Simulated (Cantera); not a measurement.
A closed system holds: 1 mol CH2F2, 2.4 mol H2, held at 0.00180 bar.

Cantera equilibrium calculation (NASA polynomials, part measured and part estimated; ideal gas, pure solids and liquids). Candidate condensed phases: C, C6H6, C7H8, C8H18; 110 gas species. Ions and electrons are included (thermal ionisation). Kinetics and transport are ignored.

x: gas mole fraction; n: condensed amount in mol.

```
T (K)    x H      x HF     x H2       x F      x C      x C3  n C(graphite)
-----  -----  --------  -------  --------  -------  --------  -------------
2500   0.321     0.380    0.294  0.000869  9.25e-5  0.000276          0.958
3000   0.636         ?        ?         ?        ?         ?              0
3500   0.686    0.0445  0.00243     0.169   0.0877   0.00244              0
4000   0.693         ?        ?     0.201    0.101         ?              0
4500   0.694  0.000555  7.24e-5     0.204    0.102   1.34e-7              0
5000   0.694  0.000111  2.09e-5     0.204    0.102   3.67e-9              0
```

What belongs in the gaps?


- 3000, x HF: 0.241
- 3000, x H2: 0.0292
- 3000, x F: 0.0326
- 3000, x C: 0.0163
- 3000, x C3: 0.0336
- 4000, x HF: 0.00407
- 4000, x H2: 0.000340
- 4000, x C3: 1.17e-5
